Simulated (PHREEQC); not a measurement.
Solution (20 °C): 0.73 mol HCl, 0.58 mol KCl and 0.22 mol LiCl per kg of water. Closed to the air; pH follows from the charge balance.

Equilibrium calculation in PHREEQC: Pitzer model, pitzer.dat.

```json
{
  "pH": "0.06",
  "ionic_strength": "1.53 mol/kgw",
  "activity_of_water": "0.945",
  "density": "1.041 g/cm³",
  "osmotic_coefficient": "1.029",
  "total_alkalinity": "-730 meq/kg"
}
```

| species | molality | activity | log γ |
|---|---|---|---|
| Cl- | 1.53 | 0.887 | -0.237 |
| H+ | 0.730 | 0.874 | 0.078 |
| K+ | 0.580 | 0.432 | -0.128 |
| Li+ | 0.220 | 0.246 | 0.048 |

Precipitation was switched off in this run. In brines, pH and single-ion activities rest on the MacInnes convention.
